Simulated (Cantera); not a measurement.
An isothermal, constant-pressure homogeneous reactor starts with CH4 : CO2 : H2 = 1 : 2.3 : 0.41 (molar parts), at 2100 K and 13300 Pa.

Cantera simulation using GRI-Mech 3.0 (53 species, 325 reactions); the numbers are that mechanism's predictions, not measurements.

x: mole fraction; the columns are a selection and need not sum to one.

```
t (s)        x CH4   x CO2   x H2      x OH     x CH3     x HO2      x O
--------  --------  ------  -----  --------  --------  --------  -------
0.000200     0.180   0.566  0.172   5.67e-5    0.0163  1.61e-10  1.29e-7
0.000469    0.0918   0.467  0.238   9.56e-5   0.00985  2.70e-10  1.81e-7
0.00110     0.0349   0.340  0.226  0.000164   0.00456  3.82e-10  2.82e-7
0.00257    0.00893   0.203  0.165  0.000306   0.00176  5.24e-10  6.19e-7
0.00602        ___     ___  0.167       ___       ___  4.72e-10      ___
0.0141     0.00308  0.0899  0.214  0.000264  0.000677  2.72e-10  1.25e-6
0.0331         ___  0.0687  0.251       ___       ___  1.89e-10      ___
0.0775     1.82e-6  0.0652  0.257  0.000269   4.93e-7  2.53e-10  2.69e-6
0.181     2.26e-11  0.0652  0.257  0.000324  7.40e-12  3.36e-10  3.89e-6
0.425     2.24e-11  0.0652  0.257  0.000326  7.36e-12  3.39e-10  3.94e-6
0.996     2.24e-11  0.0652  0.257  0.000326  7.36e-12  3.39e-10  3.94e-6
2.33      2.24e-11  0.0652  0.257  0.000326  7.36e-12  3.39e-10  3.94e-6
5.47      2.24e-11  0.0652  0.257  0.000326  7.36e-12  3.39e-10  3.94e-6
12.8      2.24e-11  0.0652  0.257  0.000326  7.36e-12  3.39e-10  3.94e-6
30.0      2.24e-11  0.0652  0.257  0.000326  7.36e-12  3.39e-10  3.94e-6
```

Problem. What belongs in the gaps?

Solution. 
- 0.00602, x CH4: 0.00452
- 0.00602, x CO2: 0.128
- 0.00602, x OH: 0.000342
- 0.00602, x CH3: 0.00107
- 0.00602, x O: 1.02e-6
- 0.0331, x CH4: 0.000890
- 0.0331, x OH: 0.000219
- 0.0331, x CH3: 0.000191
- 0.0331, x O: 1.59e-6
